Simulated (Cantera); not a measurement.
A closed system holds: 1 mol SiCl4, 26 mol H2O, 9.9 mol H2, 2.2 mol O3, at 1098.15 K and 0.130 bar.

Equilibrium computed with Cantera from the NASA thermochemical tables; the gas is ideal and each condensed phase is pure. Candidate condensed phases: H2O, Si, SiO2; 30 gas species. The numbers say what is thermodynamically allowed, not how fast it happens.

Base state: H2O 0.807, HCl 0.106, H2 0.0871 (mole fractions); condensed: SiO2(β-quartz).

**Question.** What changes in the equilibrium state with this change: SiCl4 replaced by Si2H6?

**Answer.** 
```
species              before  after
-------------------  ------  -----
H2O                   0.807  0.735
H2                   0.0871  0.265
HCl                   0.106      0
SiO2(β-quartz), mol    1.00   2.00
```
The feed counts by its element totals alone.
